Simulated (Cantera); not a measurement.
Input (Python, Cantera) and output of one run.

```python
import numpy as np
import cantera as ct

gas_names = [...]  # 116 gases of nasa_gas.yaml made of C, H, Mg, O
cond_names = """
    C(gr) C6H6(L) C7H8(L) C8H18(L),n-octa H2O(s) H2O(L) Mg(cr) Mg(L) MgCO3(s) MgO(s) MgO(L) MgO2H2(s)
""".split()


# ... load() reads the species with a 1 bar reference pressure and builds the phases ...
atoms = {
    'MgO': {'Mg': 1, 'O': 1},
    'C': {'C': 1},
    'H2': {'H': 2},
}
top_T = {'C(gr)': 4500}  # K; cautious upper limits of use, not melting points


# ... equilibrate(T, P, feed) seeds the gas with the atoms and calls Mixture.equilibrate('TP', solver="vcs", rtol=1e-11, max_steps=5000) ...
results = []
feed = {'MgO': 1, 'C': 1.6, 'H2': 0.68}  # mol
P = 1000  # Pa
for T in [1698, 1773, 1848, 1923, 1998, 2073, 2148, 2223, 2298, 2373, 2448]:
    mix = equilibrate(T, P, feed)
    results.append((T, P, feed, dict(zip(mix.species_names, mix.species_moles))))

top = {s: max(r[3][s] / sum(r[3][g] for g in gas_names) for r in results) for s in gas_names}
cols = sorted((s for s in top if top[s] > 1e-05), key=lambda s: -top[s])[:5]
seen = [c for c in cond_names if any(r[3].get(c, 0) > 1e-12 for r in results)]
print("log10 of partial pressures in bar; condensed amounts in mol")
print(f"{'T/K':>10s}" + "".join(f"{s[:9]:>10s}" for s in cols + seen))
for T, P, feed, n in results:
    ng = sum(n[g] for g in gas_names)
    print(f"{T:10.4g}" + "".join(f"{np.log10(max(n[s] / ng * P / 1e5, 1e-99)):10.3f}" for s in cols)
          + "".join(f"{n.get(c, 0):10.4g}" for c in seen))
```

Output:

```
log10 of partial pressures in bar; condensed amounts in mol
       T/K        CO        Mg        H2         H C2H2,acet     C(gr)
      1698    -2.428    -2.429    -2.597    -5.138    -6.739    0.5999
      1773    -2.428    -2.429    -2.597    -4.845    -6.451    0.5998
      1848    -2.429    -2.429    -2.599    -4.575    -6.188    0.5997
      1923    -2.429    -2.429    -2.601    -4.326    -5.947    0.5994
      1998    -2.430    -2.430    -2.605    -4.097    -5.725     0.599
      2073    -2.431    -2.431    -2.611    -3.885    -5.522    0.5984
      2148    -2.433    -2.433    -2.619    -3.690    -5.337    0.5975
      2223    -2.435    -2.435    -2.632    -3.509    -5.169    0.5963
      2298    -2.438    -2.438    -2.649    -3.343    -5.018    0.5947
      2373    -2.442    -2.443    -2.674    -3.192    -4.885    0.5926
      2448    -2.448    -2.448    -2.707    -3.054    -4.770    0.5899
```

These are equilibrium values from Cantera (NASA tables, ideal gas, pure condensed phases), not measurements of a reactor. The tables' values for MgH are old estimates; treat these amounts as uncertain.
